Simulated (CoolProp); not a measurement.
Vapour-liquid equilibrium of propane (1) + n-perfluorobutane (2) at 277.3 K; x and y are mole fractions of (1).

Model: multi-fluid Helmholtz-energy mixture model, Lemmon 2009 and Gao 2022; pair parameters Bell 2016, in CoolProp.

### Question
Give the bubble pressure and the first vapour's composition at x = 0.45, 0.65, 0.85. Is there an azeotrope?

### Answer
x = 0.45: 0.4665 MPa, y = 0.780; x = 0.65: 0.5044 MPa, y = 0.823; x = 0.85: 0.5323 MPa, y = 0.887. No azeotrope shows between x = 0.05 and 0.95.

The pair parameters rest on a limited set of measurements; away from them the model extrapolates. With so large a gap from Raoult's law the liquid may split in two, which this calculation doesn't test in full.
